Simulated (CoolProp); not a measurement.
Cyclopropane at several states: density (kg/m³) from the reference equation and from simpler models built on Tc = 125.5 °C, pc = 5605 kPa, ω = 0.131; each cubic takes its own stable root.

The numbers come from the reference Helmholtz-energy equation of state, Polt 1992 in CoolProp. This equation is an older, rougher fit; its heat capacities, sound speeds and derivatives of the liquid may be far off and weren't checked against measurements.

| T (°C) | p (kPa) | phase | reference | Redlich-Kwong | Soave-Redlich-Kwong | Peng-Robinson |
|---|---|---|---|---|---|---|
| 37.95 | 4400 | liquid | 607.0 | 546.8 | 556.9 | 630.2 |
| 89.75 | 189 | gas | 2.678 | 2.677 | 2.677 | 2.681 |
| 142.35 | 214 | gas | 2.638 | 2.637 | 2.637 | 2.641 |
| 114.95 | 55.3 | gas | 0.7239 | 0.7238 | 0.7238 | 0.7241 |
| 182.65 | 8860 | supercritical | 174.9 | 175.2 | 165.1 | 174.8 |
